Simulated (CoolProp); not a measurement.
A single-stage vapour-compression cycle with R115: evaporating at 215.15 K (dew point), condensing at 249.15 K (bubble point), superheat 5 K, subcooling 2 K, compressor efficiency 0.75, no pressure losses. Each further row changes one setting.

Model: reference Helmholtz-energy equation of state, Lemmon 2016, in CoolProp.

```json
[
 {"case": "as stated", "cooling COP": "4.14", "pressure ratio": "4.75", "discharge temperature (K)": "263.1", "refrigerating effect (kJ/kg)": "105", "volumetric capacity (kJ/m³)": "364"},
 {"case": "evaporating temperature 220.15 K", "cooling COP": "5.08", "pressure ratio": "3.65", "discharge temperature (K)": "…", "refrigerating effect (kJ/kg)": "…", "volumetric capacity (kJ/m³)": "479"},
 {"case": "condensing temperature 244.15 K", "cooling COP": "4.98", "pressure ratio": "3.90", "discharge temperature (K)": "257.5", "refrigerating effect (kJ/kg)": "110", "volumetric capacity (kJ/m³)": "381"},
 {"case": "subcooling 7 K", "cooling COP": "…", "pressure ratio": "4.75", "discharge temperature (K)": "263.1", "refrigerating effect (kJ/kg)": "110", "volumetric capacity (kJ/m³)": "381"},
 {"case": "superheat 15 K", "cooling COP": "4.18", "pressure ratio": "4.75", "discharge temperature (K)": "273.8", "refrigerating effect (kJ/kg)": "112", "volumetric capacity (kJ/m³)": "…"},
 {"case": "compressor efficiency 0.65", "cooling COP": "3.59", "pressure ratio": "4.75", "discharge temperature (K)": "…", "refrigerating effect (kJ/kg)": "105", "volumetric capacity (kJ/m³)": "364"}
]
```

Task: What belongs in the gaps?

Result: 
- evaporating temperature 220.15 K, discharge temperature (K): 261.2
- evaporating temperature 220.15 K, refrigerating effect (kJ/kg): 108
- subcooling 7 K, cooling COP: 4.33
- superheat 15 K, volumetric capacity (kJ/m³): 368
- compressor efficiency 0.65, discharge temperature (K): 268.8
